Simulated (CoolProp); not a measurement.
A single-stage vapour-compression cycle with hydrogen sulfide: evaporating at 202.15 K (dew point), condensing at 264.15 K (bubble point), superheat 8 K, subcooling 0 K, compressor efficiency 0.7, no pressure losses. Each further row changes one setting.

Values from CoolProp's reference Helmholtz-energy equation of state, Lemmon 2006. It is a short technical equation, of lower accuracy than the large ones.

```tsv
case	cooling COP	pressure ratio	discharge temperature (K)	refrigerating effect (kJ/kg)	volumetric capacity (kJ/m³)
as stated	1.66	13.8	473.0	442	498
evaporating temperature 207.15 K	1.91	10.4	447.7	446	650
condensing temperature 259.15 K	1.85	11.7	452.6	452	509
subcooling 5 K	1.70	13.8	473.0	452	509
superheat 18 K	1.62	13.8	493.9	452	485
compressor efficiency 0.6	1.43	13.8	512.9	442	498
```
